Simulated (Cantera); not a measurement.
An isothermal, constant-pressure homogeneous reactor starts with N2O : N2 = 1 : 0.78 (molar parts), at 1100 K and 1.80 bar. Integrator tolerance rtol = 1e-08.

Model: GRI-Mech 3.0 (53 species, 325 reactions), integrated in Cantera. GRI-Mech 3.0 was tuned for natural gas; its chemistry of N2O as a main component is partial and can be far from experiment. The mechanism lacks the step 2 NO + O2 → 2 NO2, which can matter for NO2 below about 1400 K. The temperature is held fixed by assumption; the heat of reaction is taken as removed at once.

Question: What does this change do: temperature 1100 to 1250 K?

Answer: 
```json
[
 {"quantity": "x(N2O) at 5.00 s", "before": "0.293 (gas-phase equilibrium 8.72e-9)", "after": "0.000378 (gas-phase equilibrium 2.62e-8)"},
 {"quantity": "x(N2) at 5.00 s", "before": "0.596 (gas-phase equilibrium 0.781)", "after": "0.763 (gas-phase equilibrium 0.781)"},
 {"quantity": "x(O) at 5.00 s", "before": "1.63e-7 (gas-phase equilibrium 8.77e-10)", "after": "2.82e-8 (gas-phase equilibrium 2.43e-8)"},
 {"quantity": "x(NO2) at 5.00 s", "before": "0.000294 (gas-phase equilibrium 3.40e-6)", "after": "0.000629 (gas-phase equilibrium 5.29e-6)"},
 {"quantity": "x(NO) at 5.00 s", "before": "0.0120 (gas-phase equilibrium 8.69e-5)", "after": "0.0357 (gas-phase equilibrium 0.000288)"}
]
```
